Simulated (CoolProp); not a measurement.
Saturation properties of R245fa (Tc = 153.9 °C, pc = 3.651 MPa, ω = 0.378).

The numbers come from the reference Helmholtz-energy equation of state, Akasaka 2015 in CoolProp.

| T (°C) | p (MPa) | liquid density (kg/m³) | vapour density (kg/m³) | surface tension (mN/m) | liquid viscosity (µPa s) | vapour viscosity (µPa s) |
|---|---|---|---|---|---|---|
| 48.15 | 0.3252 | 1273 | 18.02 | 10.7 | 302 | 12.8 |
| 52.75 | 0.3741 | 1259 | 20.66 | 10.1 | 287 | 13.0 |
| 57.35 | 0.4285 | 1245 | 23.60 | 9.58 | 272 | 13.2 |
| 61.95 | 0.4887 | 1231 | 26.88 | 9.02 | 258 | 13.4 |
| 66.65 | 0.5567 | 1216 | 30.60 | 8.46 | 245 | 13.7 |
| 71.25 | 0.6299 | 1201 | 34.66 | 7.91 | 232 | 13.9 |
| 75.85 | 0.7102 | 1185 | 39.16 | 7.37 | 220 | 14.1 |
| 80.45 | 0.7979 | 1169 | 44.16 | 6.84 | 209 | 14.4 |
| 85.05 | 0.8936 | 1152 | 49.70 | 6.31 | 198 | 14.6 |
| 89.65 | 0.9977 | 1135 | 55.86 | 5.79 | 188 | 14.9 |
| 94.35 | 1.113 | 1117 | 62.87 | 5.27 | 178 | 15.2 |
| 98.95 | 1.236 | 1098 | 70.52 | 4.77 | 168 | 15.5 |
| 103.55 | 1.368 | 1078 | 79.07 | 4.28 | 159 | 15.9 |

It boils at 15.0 °C under 1 atm.

Viscosity comes from a separate model (Bell 2016), an estimate that may be off by 10 % or more. Surface tension comes from a separate correlation (Mulero 2012).
